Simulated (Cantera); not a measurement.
## Equilibrium for carbon deposition, reforming and gasification: C2H6 + H2O + H2

A closed system holds: 1 mol C2H6, a varied amount of H2O, 13 mol H2, at 2700 °C and 0.0820 bar.

Equilibrium computed with Cantera from the NASA thermochemical tables; the gas is ideal and each condensed phase is pure. Candidate condensed phases: C, C6H6, C7H8, C8H18, H2O; 110 gas species. Equilibrium is a limit: real reactors are often held back by kinetics, nucleation or transport.

| n(H2O) (mol) | x H2 | x H | x CO | x C2H2 (acetylene) | x C2H | x C3 | x C4H2 | x C | n C(graphite) |
|---|---|---|---|---|---|---|---|---|---|
| 0.14 | 0.569 | 0.383 | 0.00691 | 0.0327 | 0.00364 | 0.00285 | 0.000785 | 0.000478 | 0.113 |
| 0.38 | 0.564 | 0.381 | 0.0182 | 0.0297 | 0.00332 | 0.00250 | 0.000653 | 0.000457 | 0 |
| 0.62 | 0.560 | 0.380 | 0.0290 | 0.0250 | 0.00280 | 0.00194 | 0.000464 | 0.000420 | 0 |
| 0.86 | 0.557 | 0.379 | 0.0392 | 0.0204 | 0.00229 | 0.00144 | 0.000310 | 0.000381 | 0 |
| 1.1 | 0.554 | 0.378 | 0.0489 | 0.0159 | 0.00179 | 0.00100 | 0.000190 | 0.000337 | 0 |
| 1.3 | 0.552 | 0.377 | 0.0566 | 0.0123 | 0.00138 | 0.000684 | 0.000114 | 0.000297 | 0 |
| 1.6 | 0.548 | 0.376 | 0.0676 | 0.00693 | 0.000785 | 0.000293 | 3.65e-5 | 0.000224 | 0 |
| 1.8 | 0.546 | 0.375 | 0.0746 | 0.00344 | 0.000390 | 0.000103 | 9.04e-6 | 0.000158 | 0 |
x: gas mole fraction; n: condensed amount in mol.

At 0.14 mol H2O the condensed part is C(graphite). From 0.38 mol H2O to 1.8 mol H2O nothing is condensed. The main C-bearing gas is C2H2 (acetylene) at 0.14 mol H2O and CO at 1.8 mol H2O.
